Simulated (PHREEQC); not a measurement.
Polishing slurry liquid (model solution)

Consider water at 60 °C with 0.069 mol KOH, 0.015 mol Al(NO3)3 and 0.0029 mol CO2 per kg of water. Closed to the air; pH follows from the charge balance.

Equilibrium calculation in PHREEQC: ion-association model, wateq4f.dat.

No solid was allowed to form.

Predict the pH.

pH 10.49.

In which forms is C present?

CO3-2 82 %, HCO3- 18 % of the C.

Examples of supersaturated solids here: Boehmite (slow to form), Gibbsite (slow to form). Others may be too. Away from 25 °C the constants follow the database's enthalpies or fits; those with neither stay at their 25 °C values.
